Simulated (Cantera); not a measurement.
A closed system holds: 1 mol Si, 0.54 mol H2O, 0.07 mol O2, held at 1402 °C and 900 Torr.

Method: chemical equilibrium by Gibbs-energy minimisation in Cantera with the NASA 1993 tables (ideal gas, pure condensed phases). Candidate condensed phases: H2O, Si, SiO2; 18 gas species. Mutual solubility and eutectic melting of coexisting phases are not modelled. The tables hold silica as quartz up to 1696 K and as liquid above; real silica turns to tridymite and cristobalite and melts near 1996 K. Gases not in the tables: Si2H6 and higher silanes. Kinetics and transport are ignored.

Question: What is the equilibrium state?

Answer: 
```json
{
 "x(H2)": "0.992",
 "x(SiO)": "0.00741",
 "x(H)": "0.000106",
 "x(H2O)": "1.75e-5",
 "x(SiH2)": "1.12e-5",
 "x(SiH4)": "1.47e-6",
 "n(Si(s))": "0.658 mol",
 "n(SiO2(β-quartz))": "0.338 mol",
 "gas_amount": "0.5441 mol"
}
```
